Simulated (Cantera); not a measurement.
Reactions in the system N-O-Zr

Source: NASA polynomial tables (part measured, part estimated), evaluated in Cantera. Values are per mole of reaction as written; species without (g) are pure solids or liquids, kept so even where they would boil at 1 bar.

2 NO(g) + Zr ⇌ ZrO2(g) + N2(g)

```
T (K)  ΔH° (kJ)  ΔS° (J/K)  ΔG° (kJ)  log10 K  condensed phases
-----  --------  ---------  --------  -------  ----------------
2048     -489.0      -14.9    -458.5    11.69             Zr(β)
2123     -490.1      -15.4    -457.4    11.25             Zr(β)
2198     -512.7      -26.0    -455.5    10.82             Zr(l)
2273     -514.3      -26.8    -453.5    10.42             Zr(l)
2348     -515.9      -27.5    -451.5    10.04             Zr(l)
```
